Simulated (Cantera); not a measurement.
An isothermal, constant-pressure homogeneous reactor starts with 44.1 % CH4, 17.6 % H2O, 37.0 % H2, 1.32 % N2, at 1898 K and 97.5 Torr.

Computed with Cantera and GRI-Mech 3.0 (53 species, 325 reactions). GRI-Mech 3.0 stops at C3 and has no aromatics, soot or wall deposition, so with more carbon than oxygen in the feed, carbon stays in small species such as C2H2 where larger ones or solid carbon would form.

Task: Predict: x(CH4) at 60.0 s; x(H2O) at 60.0 s; x(H2) at 60.0 s; x(CH3) at 60.0 s; x(CH2) at 60.0 s.

Result: 
- x(CH4) at 60.0 s: 0.000766 (gas-phase equilibrium 0.000742)
- x(H2O) at 60.0 s: 1.28e-7 (gas-phase equilibrium 1.26e-7)
- x(H2) at 60.0 s: 0.799 (gas-phase equilibrium 0.799)
- x(CH3) at 60.0 s: 3.74e-5 (gas-phase equilibrium 3.62e-5)
- x(CH2) at 60.0 s: 1.11e-7 (gas-phase equilibrium 1.07e-7)
